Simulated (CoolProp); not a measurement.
A simple Rankine cycle with benzene: condensing at 294.15 K, boiler at 0.122 MPa, turbine inlet 509.4 K, turbine efficiency 0.7, pump efficiency 0.8, no recuperator. Each further row changes one setting.

Values from CoolProp's reference Helmholtz-energy equation of state, Thol 2012.

```json
[
 {"case": "as stated", "thermal efficiency (%)": "11.5", "net work (kJ/kg)": "85.7", "heat in (kJ/kg)": "746", "turbine exit temperature (K)": "458.9", "volume ratio over the turbine": "10.6"},
 {"case": "turbine inlet 529.4 K", "thermal efficiency (%)": "11.4", "net work (kJ/kg)": "89.3", "heat in (kJ/kg)": "783", "turbine exit temperature (K)": "478.6", "volume ratio over the turbine": "10.6"},
 {"case": "condensing temperature 286.15 K", "thermal efficiency (%)": "12.9", "net work (kJ/kg)": "98.3", "heat in (kJ/kg)": "759", "turbine exit temperature (K)": "451.2", "volume ratio over the turbine": "15.4"},
 {"case": "boiler pressure 0.0854 MPa", "thermal efficiency (%)": "9.9", "net work (kJ/kg)": "74.2", "heat in (kJ/kg)": "746", "turbine exit temperature (K)": "466.2", "volume ratio over the turbine": "7.48"},
 {"case": "turbine efficiency 0.6", "thermal efficiency (%)": "9.8", "net work (kJ/kg)": "73.4", "heat in (kJ/kg)": "746", "turbine exit temperature (K)": "466.2", "volume ratio over the turbine": "10.7"}
]
```
